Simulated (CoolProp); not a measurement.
Properties of tetradecamethylhexasiloxane (MD4M) along the isotherm 346.85 °C.

Values from CoolProp's reference Helmholtz-energy equation of state, Thol 2019.

```tsv
p (kPa)	phase	density (kg/m³)	cv (kJ/(kg K))	Joule-Thomson coefficient (K/MPa)	isothermal compressibility (1/MPa)	expansivity (1/kK)
138	gas	13.45	2.074	14.86	7.974	2.291
276	gas	30.16	2.084	17.89	4.579	3.473
414	gas	53.11	2.097	23.70	3.856	6.098
552	liquid	488.2	2.117	2.360	0.1285	6.267
690	liquid	496.1	2.116	1.940	0.1055	5.441
829	liquid	502.8	2.115	1.641	0.08986	4.860
967	liquid	508.7	2.115	1.419	0.07856	4.429
1100	liquid	513.7	2.114	1.251	0.07020	4.104
1240	liquid	518.5	2.114	1.107	0.06323	3.826
1380	liquid	522.9	2.113	0.9885	0.05759	3.597
1520	liquid	527.0	2.113	0.8887	0.05292	3.403
1660	liquid	530.8	2.112	0.8034	0.04900	3.238
1800	liquid	534.3	2.112	0.7294	0.04564	3.093
1930	liquid	537.4	2.112	0.6690	0.04293	2.975
2070	liquid	540.5	2.112	0.6112	0.04036	2.862
```
